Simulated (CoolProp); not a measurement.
The fluid at 261.58 K and 0.222 MPa (liquid) is heated at constant pressure to 392.7 K. The same conditions are run with several fluids, on thermodynamics alone (safety and materials aside).

The numbers come from the reference Helmholtz-energy equation of state of each fluid (1,2-dichloroethane: Thol 2015; n-perfluorobutane: Gao 2022; o-xylene: Zhou 2012; n-decane: Lemmon 2006; cis-2-butene: Lemmon 2005) in CoolProp.

**Question.** Rank 1,2-dichloroethane, n-perfluorobutane, o-xylene, n-decane, cis-2-butene by heat (kJ/kg), highest first.

**Answer.** cis-2-butene (631), 1,2-dichloroethane (479), n-decane (303), o-xylene (244), n-perfluorobutane (217)

```tsv
fluid	final phase	final density (kg/m³)
1,2-dichloroethane	gas	7.07
n-perfluorobutane	gas	16.7
o-xylene	liquid	793
n-decane	liquid	652
cis-2-butene	gas	3.92
```
